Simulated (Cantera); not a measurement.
# Counterflow diffusion flame

A counterflow diffusion flame at 87000 Pa, nozzles 20 mm apart: fuel side H2 : N2 = 1 : 1.7 (molar parts) at 500 K, oxidiser side O2 : N2 = 0.19 : 0.81 (molar parts) at 600 K, fuel mass flux 0.71 times the oxidiser's; mixture-averaged transport, no radiation.

Detailed kinetics in Cantera: the H2/O2 subset of GRI-Mech 3.0, which has no nitrogen chemistry. The maximum strain rate includes the flame's own expansion and is several times the mean.

| oxidiser flux (kg/m²/s) | max strain (1/s) | mean strain (1/s) | T max (K) | peak x OH | peak x H | peak x H2O | peak x HO2 |
|---|---|---|---|---|---|---|---|
| 0.52 | 342 | 99.8 | 1917 | 0.00843 | 0.00975 | 0.203 | 3.25e-5 |
| 0.66 | 427 | 127 | 1893 | 0.00851 | 0.0107 | 0.201 | 3.85e-5 |
| 0.84 | 534 | 161 | 1865 | 0.00850 | 0.0116 | 0.199 | 4.51e-5 |
| 1.1 | 688 | 211 | 1833 | 0.00846 | 0.0127 | 0.197 | 5.32e-5 |
| 1.3 | 806 | 249 | 1812 | 0.00840 | 0.0134 | 0.196 | 5.85e-5 |
| 1.7 | 1040 | 326 | 1779 | 0.00829 | 0.0146 | 0.194 | 6.73e-5 |
| 2.1 | 1270 | 403 | 1756 | 0.00824 | 0.0156 | 0.192 | 7.46e-5 |
| 2.7 | 1610 | 518 | 1725 | 0.00808 | 0.0168 | 0.190 | 8.36e-5 |
| 3.4 | 2010 | 653 | 1695 | 0.00791 | 0.0179 | 0.188 | 9.23e-5 |
x: mole fraction; the columns are a selection and need not sum to one.
